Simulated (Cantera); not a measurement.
Input: 1 mol Si, 3.4 mol HCl, 10 mol N2, at 1.00e-5 bar.

These are equilibrium values from Cantera (NASA tables, ideal gas, pure condensed phases), not measurements of a reactor. Candidate condensed phases: NH4Cl, Si, Si3N4; 28 gas species. N2 is the only nitrogen source here; it is nearly inert below about 1500 K, so the nitride shown seldom forms there in practice. Equilibrium is a limit: real reactors are often held back by kinetics, nucleation or transport. All values below are at 775 K.

Base state: N2 0.751, HCl 0.188, H2 0.0404, SiCl4 0.0202 (mole fractions); condensed: Si3N4(s).

Q: What changes in the equilibrium state with this change: pressure from 1.00e-5 bar to 0.00133 bar?

A: 
| species | before | after |
|---|---|---|
| N2 | 0.751 | 0.758 |
| HCl | 0.188 | 0.159 |
| H2 | 0.0404 | 0.0553 |
| SiCl4 | 0.0202 | 0.0277 |
| Si3N4(s), mol | 0.248 | 0.217 |
